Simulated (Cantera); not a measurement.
## Silicon nitride deposition: Si₂Cl₆ + NH₃ + H₂

Charge: 1 mol Si₂Cl₆, a varied amount of NH₃, 25 mol H₂, at 700 K and 1.00 bar.

Method: chemical equilibrium by Gibbs-energy minimisation in Cantera with the NASA 1993 tables (ideal gas, pure condensed phases). Candidate condensed phases: NH₄Cl, Si, Si₃N₄; 28 gas species. The feed counts by its element totals alone. Equilibrium is a limit: real reactors are often held back by kinetics, nucleation or transport.

| n(NH₃) (mol) | log p H₂ | log p N₂ | log p HCl | log p SiCl₄ | log p NH₃ | log p SiHCl₃ | n Si₃N₄(s) |
|---|---|---|---|---|---|---|---|
| 0.82 | -0.03 | -8.15 | -1.77 | -1.31 | -6.15 | -3.26 | 0.205 |
| 1.1 | -0.04 | -5.44 | -1.34 | -1.39 | -4.81 | -3.78 | 0.275 |
| 1.5 | -0.05 | -3.63 | -1.08 | -1.52 | -3.92 | -4.18 | 0.371 |
| 2 | -0.06 | -2.55 | -0.94 | -1.68 | -3.40 | -4.49 | 0.455 |
| 2.7 | -0.07 | -1.99 | -0.89 | -1.83 | -3.13 | -4.70 | 0.507 |
| 3.6 | -0.08 | -1.68 | -0.87 | -1.95 | -2.99 | -4.85 | 0.541 |
| 4.9 | -0.09 | -1.45 | -0.88 | -2.10 | -2.88 | -5.00 | 0.570 |
| 6.5 | -0.09 | -1.29 | -0.89 | -2.25 | -2.81 | -5.14 | 0.592 |
| 8.8 | -0.10 | -1.15 | -0.92 | -2.44 | -2.75 | -5.31 | 0.613 |
| 12 | -0.10 | -1.03 | -0.96 | -2.67 | -2.70 | -5.51 | 0.631 |
| 16 | -0.11 | -0.94 | -1.01 | -2.93 | -2.66 | -5.72 | 0.644 |
| 22 | -0.11 | -0.87 | -1.08 | -3.26 | -2.62 | -5.98 | 0.654 |
| 29 | -0.11 | -0.81 | -1.15 | -3.59 | -2.60 | -6.23 | 0.659 |
log p: log10 of the partial pressure in bar; n: condensed amount in mol.

From 0.82 mol NH₃ to 29 mol NH₃ the condensed part is Si₃N₄(s). The main Si-bearing gas is SiCl₄ throughout. The share of Si in condensed phases is highest at 29 mol NH₃ (98.9 %) and lowest at 0.82 mol NH₃ (30.7 %).
